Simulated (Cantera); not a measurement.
Cantera run, input and output.

```python
import numpy as np
import cantera as ct

gas = ct.Solution("gri30.yaml")


def delay(T, t_max=10):
    gas.TPX = T, 500000, {'H2': 1, 'O2': 0.5, 'N2': 1.6}
    reactor = ct.IdealGasReactor(gas, clone=False)
    net = ct.ReactorNet([reactor])
    net.rtol, net.atol = 1e-8, 1e-16
    while net.time < t_max:
        t_old, T_old = net.time, reactor.T
        net.step()
        if reactor.T > T + 400:  # ignition: a rise of 400 K
            return t_old + (T + 400 - T_old) / (reactor.T - T_old) * (net.time - t_old)
    return np.nan


taus = []
for T in [1075, 1175, 1275, 1375, 1475, 1575, 1675, 1775, 1875, 1975]:
    taus.append(delay(T))
    print(f"T0 = {T:6g} K   tau = {taus[-1]:.4e} s")
```

Output:

```
T0 =   1075 K   tau = 1.1282e-03 s
T0 =   1175 K   tau = 2.1271e-05 s
T0 =   1275 K   tau = 6.9508e-06 s
T0 =   1375 K   tau = 3.9340e-06 s
T0 =   1475 K   tau = 2.6323e-06 s
T0 =   1575 K   tau = 1.9292e-06 s
T0 =   1675 K   tau = 1.5077e-06 s
T0 =   1775 K   tau = 1.2437e-06 s
T0 =   1875 K   tau = 1.0782e-06 s
T0 =   1975 K   tau = 9.7859e-07 s
```

Computed with Cantera and GRI-Mech 3.0 (53 species, 325 reactions). The hydrogen kinetics of GRI-Mech 3.0 are dated; newer H2 mechanisms differ, most at raised pressure. Where the delays flatten at high temperature, the 400 K rule measures the pace of heat release, not the induction time.
